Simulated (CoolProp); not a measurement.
Vapour-liquid equilibrium of R125 (1) + isobutane (2) at 31.05 °C; x and y are mole fractions of (1).

Values from CoolProp's multi-fluid Helmholtz-energy mixture model, Lemmon 2005 and Bücker 2006; pair parameters Bell 2016.

```csv
x,"bubble pressure, mixture model (bar)","bubble pressure, Raoult's law (bar)","y, mixture model","y, Raoult's law"
0.05,5.791,4.765,0.282,0.169
0.2,9.579,6.556,0.584,0.491
0.35,12.00,8.348,0.690,0.675
0.5,13.56,10.14,0.748,0.794
0.65,14.68,11.93,0.797,0.878
0.8,15.58,13.72,0.857,0.939
0.95,16.12,15.51,0.952,0.987
```

The largest gap from Raoult's law is +46.1 % in bubble pressure, at x = 0.2. No azeotrope shows between x = 0.05 and 0.95.

The pair parameters rest on a limited set of measurements; away from them the model extrapolates.
